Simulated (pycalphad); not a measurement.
# Effect of B content in Hf-B

All values are pycalphad results on the COST 507 light-alloy database (1999) (1 atm), not direct measurements. The database dates from 1999; later assessments differ in places, in temperatures and in the compounds included. Phase fractions are per mole of atoms. Diffusion is slow at the low end, where real alloys seldom reach equilibrium.

Question: One of these alloys has its liquidus at 2390 K, its solidus at 2154 K, and holds hcp 0.88, BM 0.12 at 1000 K. Which?
A) Hf-3.09B (at.%)
B) Hf-2.06B (at.%)
C) Hf-6.18B (at.%)
D) Hf-8.24B (at.%)

Answer: C, Hf-6.18B (at.%). The others: Hf-2.06B (at.%), liquidus 2469, solidus 2154; Hf-3.09B (at.%), liquidus 2450, solidus 2154; Hf-8.24B (at.%), liquidus 2346, solidus 2154

Database names, with the compositions (at.%) that they take in these runs: BM: Hf 50 B 50.
